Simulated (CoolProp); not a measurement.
The numbers come from the reference Helmholtz-energy equation of state, Lemmon 2006 in CoolProp. It is a short technical equation, of lower accuracy than the large ones.

For carbonyl sulfide, give the phase and the speed of sound (m/s) at 186.6 K and 23.6 kPa; 151.8 K and 13000 kPa; 281.9 K and 58.2 kPa.


- 186.6 K and 23.6 kPa: liquid; speed of sound 1200
- 151.8 K and 13000 kPa: liquid; speed of sound 1410
- 281.9 K and 58.2 kPa: gas; speed of sound 220
